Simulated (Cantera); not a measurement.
Mixture: 8.58 % CH3OH, 19.2 % O2, 72.2 % N2, equivalence ratio 0.67, at 1.00 bar, adiabatic and at constant volume. Ignition delay is the time to a rise of 400 K.

Cantera simulation using GRI-Mech 3.0 (53 species, 325 reactions); the numbers are that mechanism's predictions, not measurements. GRI-Mech 3.0 was tuned for natural gas; its chemistry of methanol as a main component is partial and can be far from experiment.

Q: Predict: delay at 1098 K; delay at 1198 K; delay at 1298 K; delay at 1398 K; delay at 1498 K; delay at 1598 K; delay at 1698 K; apparent activation energy between 1498 and 1698 K.

A: 
```json
{
  "delay at 1098 K": "64.7 ms",
  "delay at 1198 K": "10.5 ms",
  "delay at 1298 K": "2.32 ms",
  "delay at 1398 K": "0.665 ms",
  "delay at 1498 K": "0.236 ms",
  "delay at 1598 K": "99.7 µs",
  "delay at 1698 K": "47.7 µs",
  "apparent activation energy between 1498 and 1698 K": "170 kJ/mol"
}
```
